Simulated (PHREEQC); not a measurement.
Dissolve 0.011 mol/kgw NH4Cl, 0.02 mol/kgw NH3 and 0.25 mol/kgw LiCl at 25 °C. It is in equilibrium with CO2 at log p = -2 (atm). Otherwise closed; pH follows from the charge balance.

The numbers come from PHREEQC with the ion-association model, wateq4f.dat.

This is a speciation only: nothing precipitates in the calculation.

Task: Estimate the pH.

Result: pH 7.95.

Task: In which forms is N present?

Result: NH4+ 96 %, NH3 3.6 % of the N.

Carbamate, which ammonia and carbonate form, is missing from the database.
